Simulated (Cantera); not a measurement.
**Low-pressure radical oxidation in H2/O2**

A perfectly stirred reactor is fed with 2.15 % H2, 97.7 % O2, 0.127 % H2O, equivalence ratio 0.011, at 10.00 Torr; it is held at 1350 K, and followed from long to short residence time.

Cantera simulation using the H2/O2 subset of GRI-Mech 3.0, which has no nitrogen chemistry; the numbers are that mechanism's predictions, not measurements. Radical loss at walls, strong at low pressure, is not modelled.

```json
[
 {"τ (s)": "0.53", "x H2": "9.58e-5", "x O2": "0.970", "x OH": "0.00150", "x H2O2": "2.14e-8", "x O": "0.00574", "x H": "0.000265", "x HO2": "6.44e-7"},
 {"τ (s)": "0.35", "x H2": "0.000119", "x O2": "0.969", "x OH": "0.00166", "x H2O2": "2.30e-8", "x O": "0.00703", "x H": "0.000360", "x HO2": "7.15e-7"},
 {"τ (s)": "0.23", "x H2": "0.000148", "x O2": "0.967", "x OH": "0.00182", "x H2O2": "2.45e-8", "x O": "0.00846", "x H": "0.000476", "x HO2": "7.84e-7"},
 {"τ (s)": "0.15", "x H2": "0.000183", "x O2": "0.966", "x OH": "0.00199", "x H2O2": "2.59e-8", "x O": "0.00997", "x H": "0.000613", "x HO2": "8.51e-7"},
 {"τ (s)": "0.10", "x H2": "0.000224", "x O2": "0.964", "x OH": "0.00213", "x H2O2": "2.71e-8", "x O": "0.0114", "x H": "0.000753", "x HO2": "9.08e-7"},
 {"τ (s)": "0.067", "x H2": "0.000275", "x O2": "0.963", "x OH": "0.00227", "x H2O2": "2.83e-8", "x O": "0.0126", "x H": "0.000894", "x HO2": "9.59e-7"},
 {"τ (s)": "0.044", "x H2": "0.000344", "x O2": "0.962", "x OH": "0.00241", "x H2O2": "2.97e-8", "x O": "0.0138", "x H": "0.00104", "x HO2": "1.01e-6"},
 {"τ (s)": "0.029", "x H2": "0.000437", "x O2": "0.961", "x OH": "0.00254", "x H2O2": "3.12e-8", "x O": "0.0146", "x H": "0.00117", "x HO2": "1.05e-6"},
 {"τ (s)": "0.019", "x H2": "0.000571", "x O2": "0.960", "x OH": "0.00268", "x H2O2": "3.31e-8", "x O": "0.0152", "x H": "0.00129", "x HO2": "1.09e-6"},
 {"τ (s)": "0.013", "x H2": "0.000740", "x O2": "0.960", "x OH": "0.00283", "x H2O2": "3.52e-8", "x O": "0.0154", "x H": "0.00139", "x HO2": "1.13e-6"},
 {"τ (s)": "0.0085", "x H2": "0.00101", "x O2": "0.960", "x OH": "0.00301", "x H2O2": "3.83e-8", "x O": "0.0155", "x H": "0.00150", "x HO2": "1.18e-6"}
]
```
x: mole fraction; the columns are a selection and need not sum to one.
